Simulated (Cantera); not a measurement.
A perfectly stirred reactor is fed with H₂ : O₂ = 0.14 : 1 (molar parts), equivalence ratio 0.070, at 5.63 Torr; it is held at 1300 K, and followed from long to short residence time.

Computed with Cantera and the H2/O2 subset of GRI-Mech 3.0, which has no nitrogen chemistry. Radical loss at walls, strong at low pressure, is not modelled. The temperature is held fixed by assumption; the heat of reaction is taken as removed at once.

Question: What does this change do: O2 1 to 4.2 parts?

Answer: 
```json
[
 {"quantity": "x(H₂) at τ = 0.490 s", "before": "0.00116", "after": "0.000239"},
 {"quantity": "x(O₂) at τ = 0.490 s", "before": "0.853", "after": "0.955"},
 {"quantity": "x(HO₂) at τ = 0.490 s", "before": "2.24e-6", "after": "7.48e-7"},
 {"quantity": "x(H₂O) at τ = 0.490 s", "before": "0.124", "after": "0.0308"},
 {"quantity": "x(H) at τ = 0.490 s", "before": "0.00303", "after": "0.000949"},
 {"quantity": "x(H₂) at τ = 29.0 ms", "before": "0.00430", "after": "0.000950"},
 {"quantity": "x(O₂) at τ = 29.0 ms", "before": "0.812", "after": "0.943"},
 {"quantity": "x(HO₂) at τ = 29.0 ms", "before": "2.87e-6", "after": "1.03e-6"},
 {"quantity": "x(H₂O) at τ = 29.0 ms", "before": "0.106", "after": "0.0282"},
 {"quantity": "x(H) at τ = 29.0 ms", "before": "0.0201", "after": "0.00299"}
]
```
